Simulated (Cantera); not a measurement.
An isothermal, constant-pressure homogeneous reactor starts with H2 : O2 = 0.12 : 1 (molar parts), at 1100 K and 0.00100 bar.

Model: the H2/O2 subset of GRI-Mech 3.0, which has no nitrogen chemistry, integrated in Cantera. Radical loss at walls, strong at low pressure, is not modelled. The temperature is held fixed by assumption; the heat of reaction is taken as removed at once.

Q: Predict: x(H2) at 1.00 s; x(O2) at 1.00 s; x(O) at 1.00 s; x(H) at 1.00 s; x(H2O2) at 1.00 s; x(OH) at 1.00 s; x(H2O) at 1.00 s.

A: 
```json
{
  "x(H2) at 1.00 s": "0.00216 (gas-phase equilibrium 5.04e-9)",
  "x(O2) at 1.00 s": "0.844 (gas-phase equilibrium 0.887)",
  "x(O) at 1.00 s": "0.0354 (gas-phase equilibrium 7.48e-8)",
  "x(H) at 1.00 s": "0.0185 (gas-phase equilibrium 5.84e-11)",
  "x(H2O2) at 1.00 s": "1.28e-8 (gas-phase equilibrium 3.05e-11)",
  "x(OH) at 1.00 s": "0.00373 (gas-phase equilibrium 5.85e-6)",
  "x(H2O) at 1.00 s": "0.0961 (gas-phase equilibrium 0.113)"
}
```
